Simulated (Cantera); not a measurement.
# Ignition delay

Mixture: CO : H2 : O2 : N2 = 1 : 0.043 : 0.828 : 3.11 (molar parts), equivalence ratio 0.63, at 263 Torr, adiabatic and at constant volume. Ignition delay is the time to a rise of 400 K.

Detailed kinetics in Cantera: GRI-Mech 3.0 (53 species, 325 reactions). Where the delays flatten at high temperature, the 400 K rule measures the pace of heat release, not the induction time.

```tsv
T0 (K)	delay (ms)
1225	0.623
1300	0.552
1375	0.519
1450	0.511
1525	0.523
1600	0.550
```
